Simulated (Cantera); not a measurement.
An adiabatic, constant-volume homogeneous reactor starts with CH4 : O2 : N2 : CO2 = 1 : 1.18 : 4.42 : 0.83 (molar parts), equivalence ratio 1.7, at 1725 K and 540 Torr.

Detailed kinetics in Cantera: GRI-Mech 3.0 (53 species, 325 reactions).

Predict: time of steepest temperature rise; temperature at 0.100 s; equilibrium temperature; x(O2) at 0.100 s; x(CO2) at 0.100 s; x(NO) at 0.100 s; x(H2) at 0.100 s; x(H2O) at 0.100 s.


```
Quantity                                                             Value
---------------------------------  ---------------------------------------
time of steepest temperature rise                                 0.291 ms
temperature at 0.100 s                                              2772 K
equilibrium temperature                                             2772 K
x(O2) at 0.100 s                   0.00280 (gas-phase equilibrium 0.00280)
x(CO2) at 0.100 s                    0.0672 (gas-phase equilibrium 0.0672)
x(NO) at 0.100 s                   0.00334 (gas-phase equilibrium 0.00334)
x(H2) at 0.100 s                     0.0547 (gas-phase equilibrium 0.0547)
x(H2O) at 0.100 s                      0.169 (gas-phase equilibrium 0.169)
```
